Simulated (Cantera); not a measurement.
A perfectly stirred reactor is fed with 10.1 % H₂, 56.2 % O₂, 33.7 % N₂, equivalence ratio 0.090, at 0.00600 bar; it is held at 1250 K, and followed from long to short residence time.

Computed with Cantera and the H2/O2 subset of GRI-Mech 3.0, which has no nitrogen chemistry. Radical loss at walls, strong at low pressure, is not modelled. The temperature is held fixed by assumption; the heat of reaction is taken as removed at once.

Task: Predict: x(H₂) at τ = 0.600 s; x(O₂) at τ = 0.600 s; x(HO₂) at τ = 0.600 s; x(H₂O₂) at τ = 0.600 s; x(OH) at τ = 0.600 s; x(H₂) at τ = 66.0 ms; x(O₂) at τ = 66.0 ms; x(HO₂) at τ = 66.0 ms; x(H₂O₂) at τ = 66.0 ms; x(OH) at τ = 66.0 ms.

Result: 
```json
{
 "x(H₂) at τ = 0.600 s": "0.00146",
 "x(O₂) at τ = 0.600 s": "0.526",
 "x(HO₂) at τ = 0.600 s": "1.42e-6",
 "x(H₂O₂) at τ = 0.600 s": "6.68e-8",
 "x(OH) at τ = 0.600 s": "0.00379",
 "x(H₂) at τ = 66.0 ms": "0.00381",
 "x(O₂) at τ = 66.0 ms": "0.508",
 "x(HO₂) at τ = 66.0 ms": "1.58e-6",
 "x(H₂O₂) at τ = 66.0 ms": "6.53e-8",
 "x(OH) at τ = 66.0 ms": "0.00587"
}
```
